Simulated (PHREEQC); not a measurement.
Solution (15 °C): 1.8 mmol/kgw MnSO4, 0.09 mmol/kgw CaCl2, 0.086 mmol/kgw HCl and 1.9 mmol/kgw NaCl. Closed to the air; pH follows from the charge balance.

All values are PHREEQC results (ion-association model, wateq4f.dat), not measurements.

Precipitation was switched off in this run.

### Question
Estimate the pH.

### Answer
pH 4.14.

### Question
In which forms is Mn present?

### Answer
Mn+2 90 %, MnSO4 9.9 %, MnCl+ 0.5 % of the Mn.

Species that the database lacks are ignored.
